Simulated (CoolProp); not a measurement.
Vapour-liquid equilibrium of R22 (1) + R142b (2) at 206 kPa; x and y are mole fractions of (1).

Model: multi-fluid Helmholtz-energy mixture model, Kamei 1995 and Lemmon 2006; pair parameters Bell 2016, in CoolProp.

### Question
Give the bubble temperature and the first vapour's composition at x = 0.125, 0.575, 0.875. Is there an azeotrope?

### Answer
x = 0.125: 3.0 °C, y = 0.300; x = 0.575: -13.7 °C, y = 0.819; x = 0.875: -21.7 °C, y = 0.965. No azeotrope shows between x = 0.05 and 0.95.

Pair parameters are fitted to limited data, so mixtures are less certain than the pure fluids.
